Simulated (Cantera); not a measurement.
A closed system holds: 1 mol SiF4, 0.064 mol O3, 0.39 mol H2, 1.4 mol NO, held at 1823.15 K and 170 Pa.

These are equilibrium values from Cantera (NASA tables, ideal gas, pure condensed phases), not measurements of a reactor. Candidate condensed phases: H2O, Si, SiO2, Si2N2O, Si3N4; 58 gas species. The tables' values for SiF3 are old estimates; treat these amounts as uncertain. The tables hold silica as quartz up to 1696 K and as liquid above; real silica turns to tridymite and cristobalite and melts near 1996 K. Kinetics and transport are ignored.

Base state: SiF4 0.279, HF 0.268, N2 0.241, O2 0.206, NO 0.00246, O 0.00166, H2O 0.000608, SiF3 0.000407 (mole fractions); condensed: SiO2(condensed).

### Question
What changes in the equilibrium state with this change: pressure from 170 Pa to 13000 Pa?

### Answer
```tsv
species	before	after
SiF4	0.279	0.282
HF	0.268	0.261
N2	0.241	0.242
H2O	0.000608	0.00498
O2	0.206	0.207
H	1.55e-5	1.71e-6
O	0.00166	0.000191
F	0.000359	4.13e-5
SiF3	0.000407	4.69e-5
SiO2(condensed), mol	0.194	0.188
```

### Question
What changes in the equilibrium state with this change: temperature from 1823.15 K to 1323.15 K?

### Answer
| species | before | after |
|---|---|---|
| SiF4 | 0.279 | 0.280 |
| HF | 0.268 | 0.266 |
| N2 | 0.241 | 0.243 |
| O2 | 0.206 | 0.208 |
| NO | 0.00246 | 0.000254 |
| SiF3 | 0.000407 | 7.28e-8 |
| H | 1.55e-5 | 4.95e-9 |
| F | 0.000359 | 5.17e-7 |
| SiO2(condensed), mol | 0.194 | 0 |
| SiO2(β-quartz), mol | 0 | 0.192 |

### Question
What changes in the equilibrium state with this change: temperature from 1823.15 K to 2123 K?

### Answer
| species | before | after |
|---|---|---|
| SiF4 | 0.279 | 0.262 |
| HF | 0.268 | 0.260 |
| N2 | 0.241 | 0.232 |
| O | 0.00166 | 0.0175 |
| SiO | 7.18e-6 | 0.00975 |
| O2 | 0.206 | 0.196 |
| SiF2 | 2.13e-7 | 8.95e-5 |
| SiO2 | 5.23e-6 | 0.00110 |
| SiF3 | 0.000407 | 0.00946 |
| SiO2(condensed), mol | 0.194 | 0 |
| SiO2(l), mol | 0 | 0.157 |
The tables' values for SiF3, SiO2, SiF2 are old estimates; treat these amounts as uncertain.
